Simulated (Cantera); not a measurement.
A Cantera script and its output.

```python
import numpy as np
import cantera as ct

surf = ct.Interface("ptcombust.yaml", "Pt_surf")
gas = surf.adjacent["gas"]
gas.TPX = 1100, 320000, {'CH4': 0.0027, 'O2': 0.019, 'N2': 0.79}
surf.TP = 1100, 320000
reactor = ct.FlowReactor(gas, clone=False)
reactor.area = 0.0001  # m2
reactor.surface_area_to_volume_ratio = 2100  # 1/m
reactor.mass_flow_rate = 0.071 * reactor.area * gas.density  # inlet velocity 0.071 m/s
reactor.energy_enabled = False
wall = ct.ReactorSurface(surf, reactor, clone=False)
net = ct.ReactorNet([reactor])
net.rtol, net.atol = 1e-8, 1e-16
show, cover = ['CH4', 'O2', 'H2O', 'CO2', 'CO'], ['PT(S)', 'H(S)', 'O(S)', 'OH(S)', 'CO(S)', 'C(S)']

rows = []
print(f"{'z/m':>9s}{'u/(m/s)':>9s}" + "".join(f"{s:>13s}" for s in show + cover))
for z in [0.00012, 0.00026, 0.00057, 0.0012, 0.0026, 0.0057, 0.012]:
    net.advance(z)
    rows.append([reactor.speed, *gas[show].X, *surf[cover].coverages])
    print(f"{z:9.4g}{rows[-1][0]:9.3g}" + "".join(f"{x:13.4e}" for x in rows[-1][1:]))
```

Output:

```
      z/m  u/(m/s)          CH4           O2          H2O          CO2           CO        PT(S)         H(S)         O(S)        OH(S)        CO(S)         C(S)
  0.00012    0.071   1.3913e-03   1.9553e-02   3.8570e-03   1.9248e-03   1.2557e-06   3.3857e-01   1.1906e-06   6.5970e-01   1.7240e-03   6.6174e-06   6.5517e-08
  0.00026    0.071   4.7851e-04   1.7740e-02   5.6715e-03   2.8306e-03   4.3885e-07   3.4319e-01   1.4736e-06   6.5471e-01   2.0902e-03   2.3675e-06   2.3425e-08
  0.00057    0.071   4.2366e-05   1.6872e-02   6.5396e-03   3.2635e-03   4.1583e-08   3.4556e-01   1.6000e-06   6.5219e-01   2.2459e-03   2.1570e-07   2.1151e-09
   0.0012    0.071   2.9797e-07   1.6785e-02   6.6265e-03   3.3070e-03   2.1535e-09   3.4580e-01   1.6125e-06   6.5193e-01   2.2609e-03   2.9622e-09   1.4907e-11
   0.0026    0.071   7.6650e-11   1.6781e-02   6.6320e-03   3.3094e-03   9.5491e-10   3.4582e-01   1.6133e-06   6.5191e-01   2.2619e-03   7.4041e-10   3.8352e-15
   0.0057    0.071   2.8871e-11   1.6776e-02   6.6376e-03   3.3124e-03   7.2952e-10   3.4584e-01   1.6141e-06   6.5189e-01   2.2629e-03   5.6560e-10   1.4449e-15
    0.012    0.071   5.1199e-12   1.6768e-02   6.6436e-03   3.3171e-03   5.1503e-10   3.4587e-01   1.6151e-06   6.5186e-01   2.2639e-03   3.9932e-10   2.5637e-16
```

Cantera simulation using Deutschmann's 1995 Pt surface mechanism with GRI-Mech 3.0 gas chemistry; the numbers are that mechanism's predictions, not measurements. Catalytic surfaces can have several steady states; this one follows from the mechanism file's or the stated starting coverage. Mass transfer to the wall is taken as infinitely fast.
